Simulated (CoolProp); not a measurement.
Methane along the isotherm 195.7 K: Z from the reference equation and from simpler models built on Tc = 190.6 K, pc = 45.99 bar, ω = 0.011; each cubic takes its own stable root.

Model: reference Helmholtz-energy equation of state, Setzmann 1991, in CoolProp.

| p (bar) | phase | reference |
|---|---|---|
| 41.8 | gas | 0.6176 |
| 83.6 | supercritical | 0.3102 |
| 125 | supercritical | 0.4190 |
| 167 | supercritical | 0.5292 |
| 209 | supercritical | 0.6368 |
| 251 | supercritical | 0.7420 |
| 293 | supercritical | 0.8450 |
| 334 | supercritical | 0.9436 |
| 376 | supercritical | 1.043 |
| 418 | supercritical | 1.141 |
| 460 | supercritical | 1.237 |

Q: How far does each simpler model (van der Waals, Redlich-Kwong, Peng-Robinson) lie from the reference over these 11 states: mean and median of the absolute difference, and the worst?

A: 
- van der Waals: mean 27.6 %, median 29.8 %, worst +30.9 % at 195.7 K and 83.6 bar
- Redlich-Kwong: mean 2.7 %, median 1.4 %, worst +10.7 % at 195.7 K and 83.6 bar
- Peng-Robinson: mean 7.1 %, median 8.2 %, worst -10.2 % at 195.7 K and 460 bar
